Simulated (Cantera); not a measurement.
A freely propagating, adiabatic, planar premixed flame of H2 : O2 : N2 = 1 : 0.667 : 2.51 (molar parts), equivalence ratio 0.75, unburnt at 650 K and 1.00 bar; mixture-averaged transport, grid criteria slope 0.08 and curve 0.16, no radiation.

Cantera simulation using the H2/O2 subset of GRI-Mech 3.0, which has no nitrogen chemistry; the numbers are that mechanism's predictions, not measurements. Burning velocities carry a grid error of a few per cent, more on coarse grids.

Q: What does this change do: 0.22 parts H2O added?

A: 
```json
[
 {"quantity": "laminar burning velocity", "before": "687 cm/s", "after": "619 cm/s"},
 {"quantity": "thermal thickness", "before": "0.466 mm", "after": "0.443 mm"},
 {"quantity": "peak x(HO2)", "before": "0.000265", "after": "0.000335"},
 {"quantity": "peak x(H)", "before": "0.0395", "after": "0.0317"},
 {"quantity": "peak x(O)", "before": "0.0152", "after": "0.0118"},
 {"quantity": "peak x(OH)", "before": "0.0173", "after": "0.0156"}
]
```

Q: What does this change do: inlet temperature 650 to 723 K?

A: 
```json
[
 {"quantity": "laminar burning velocity", "before": "687 cm/s", "after": "880 cm/s"},
 {"quantity": "thermal thickness", "before": "0.466 mm", "after": "0.496 mm"},
 {"quantity": "peak x(HO2)", "before": "0.000265", "after": "0.000219"},
 {"quantity": "peak x(H)", "before": "0.0395", "after": "0.0440"},
 {"quantity": "peak x(O)", "before": "0.0152", "after": "0.0167"},
 {"quantity": "peak x(OH)", "before": "0.0173", "after": "0.0185"}
]
```
